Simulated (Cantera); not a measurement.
Mixture: CH4 : O2 : N2 = 1 : 2 : 6.6 (molar parts), at 6.22 atm, adiabatic and at constant pressure. Ignition delay is the time to a rise of 400 K.

Computed with Cantera and GRI-Mech 3.0 (53 species, 325 reactions).

Task: What does this change do: CH4 1 to 0.64 parts?

Result: 
```json
[
 {"quantity": "delay at 1125 K", "before": "18.9 ms", "after": "15.4 ms"},
 {"quantity": "delay at 1325 K", "before": "1.56 ms", "after": "1.26 ms"},
 {"quantity": "delay at 1525 K", "before": "0.195 ms", "after": "0.166 ms"},
 {"quantity": "delay at 1725 K", "before": "36.0 µs", "after": "33.4 µs"},
 {"quantity": "apparent activation energy between 1625 and 1825 K", "before": "180 kJ/mol", "after": "170 kJ/mol"}
]
```

Task: What does this change do: constant volume in place of constant pressure?

Result: 
```
quantity                                                before       after
--------------------------------------------------  ----------  ----------
delay at 1125 K                                        18.9 ms     18.2 ms
delay at 1325 K                                        1.56 ms     1.46 ms
delay at 1525 K                                       0.195 ms    0.182 ms
delay at 1725 K                                        36.0 µs     33.3 µs
apparent activation energy between 1625 and 1825 K  180 kJ/mol  180 kJ/mol
```

Task: What does this change do: 0.032 parts C2H6 added?

Result: 
| quantity | before | after |
|---|---|---|
| delay at 1125 K | 18.9 ms | 8.21 ms |
| delay at 1325 K | 1.56 ms | 0.861 ms |
| delay at 1525 K | 0.195 ms | 0.114 ms |
| delay at 1725 K | 36.0 µs | 21.3 µs |
| apparent activation energy between 1625 and 1825 K | 180 kJ/mol | 180 kJ/mol |
